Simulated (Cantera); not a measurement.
**Equilibrium for halide evaporation, hydrolysis and transport: FeCl₃ + H₂**

Charge: 1 mol FeCl₃, 44 mol H₂, at 0.133 bar.

These are equilibrium values from Cantera (NASA tables, ideal gas, pure condensed phases), not measurements of a reactor. Candidate condensed phases: Fe, FeCl₂, FeCl₃; 11 gas species. Rates play no part.

| T (K) | log p H₂ | log p HCl | log p FeCl₂ | log p H | log p Fe | log p Cl | log p FeCl | n Fe(γ) | n Fe(δ) | n Fe(l) |
|---|---|---|---|---|---|---|---|---|---|---|
| 1373 | -0.90 | -2.09 | -3.51 | -5.93 | -8.11 | -7.20 | -9.33 | 0.894 | 0 | 0 |
| 1448 | -0.90 | -2.09 | -3.45 | -5.49 | -7.32 | -6.77 | -8.69 | 0.878 | 0 | 0 |
| 1523 | -0.90 | -2.10 | -3.40 | -5.09 | -6.61 | -6.38 | -8.12 | 0.864 | 0 | 0 |
| 1598 | -0.90 | -2.10 | -3.35 | -4.73 | -5.98 | -6.03 | -7.60 | 0.849 | 0 | 0 |
| 1673 | -0.90 | -2.11 | -3.32 | -4.40 | -5.40 | -5.71 | -7.13 | 0 | 0.834 | 0 |
| 1748 | -0.90 | -2.11 | -3.28 | -4.09 | -4.87 | -5.41 | -6.70 | 0 | 0.818 | 0 |
| 1823 | -0.90 | -2.12 | -3.26 | -3.81 | -4.39 | -5.14 | -6.31 | 0 | 0 | 0.798 |
| 1898 | -0.90 | -2.12 | -3.25 | -3.56 | -3.96 | -4.89 | -5.97 | 0 | 0 | 0.769 |
| 1973 | -0.91 | -2.12 | -3.24 | -3.32 | -3.57 | -4.66 | -5.66 | 0 | 0 | 0.709 |
log p: log10 of the partial pressure in bar; n: condensed amount in mol.

From 1373 K to 1598 K the condensed part is Fe(γ). From 1673 K to 1748 K the condensed part is Fe(δ). From 1823 K to 1973 K the condensed part is Fe(l). The main Fe-bearing gas is FeCl₂ throughout. The share of Fe in condensed phases is highest at 1373 K (89.4 %) and lowest at 1973 K (70.9 %).
